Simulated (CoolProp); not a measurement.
Vapour-liquid equilibrium of toluene (1) + n-octane (2) at 53.65 °C; x and y are mole fractions of (1).

Computed with CoolProp (multi-fluid Helmholtz-energy mixture model, Lemmon 2006 and Beckmüller 2019; pair parameters Bell 2016).

| x | bubble pressure (MPa) | y at the bubble point | dew pressure at overall composition x (MPa) | liquid density (mol/L) |
|---|---|---|---|---|
| 0.05 | 0.008533 | 0.115 | 0.008185 | 6.016 |
| 0.15 | 0.009614 | 0.293 | 0.008728 | ? |
| 0.25 | 0.01055 | 0.424 | 0.009334 | 6.485 |
| 0.35 | 0.01135 | 0.526 | 0.01001 | 6.745 |
| 0.45 | 0.01204 | 0.610 | 0.01075 | 7.027 |
| 0.55 | 0.01263 | 0.683 | 0.01155 | ? |
| 0.65 | 0.01313 | 0.750 | 0.01237 | 7.660 |
| 0.75 | 0.01356 | 0.816 | 0.01313 | 8.018 |
| 0.85 | 0.01393 | 0.884 | 0.01376 | 8.409 |
| 0.95 | 0.01422 | 0.959 | 0.01419 | ? |

Task: Fill in the missing entries.

Result: 
- 0.15, liquid density (mol/L): 6.242
- 0.55, liquid density (mol/L): 7.330
- 0.95, liquid density (mol/L): 8.836

No azeotrope shows between x = 0.05 and 0.95.

Pair parameters are fitted to limited data, so mixtures are less certain than the pure fluids.
